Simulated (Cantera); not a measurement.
A closed system holds: 1 mol c-C₄F₈, 4.1 mol H₂, at 45.0 Pa.

Equilibrium computed with Cantera from the NASA thermochemical tables; the gas is ideal and each condensed phase is pure. Candidate condensed phases: C, C₆H₆, C₇H₈, C₈H₁₈; 95 gas species. The feed counts by its element totals alone. Rates play no part. All values below are at 3400 K.

Base state: H 0.399, F 0.384, C 0.171, HF 0.0268, C₂ 0.00911, CF 0.00488, C₃ 0.00441, H₂ 0.000327 (mole fractions); condensed: gas only.

**Question.** What changes in the equilibrium state with this change: c-C₄F₈ replaced by CH₂F₂?

**Answer.** 
| species | before | after |
|---|---|---|
| H | 0.399 | 0.769 |
| F | 0.384 | 0.136 |
| C | 0.171 | 0.0724 |
| HF | 0.0268 | 0.0183 |
| C₃ | 0.00441 | 0.000333 |
| CF | 0.00488 | 0.000729 |
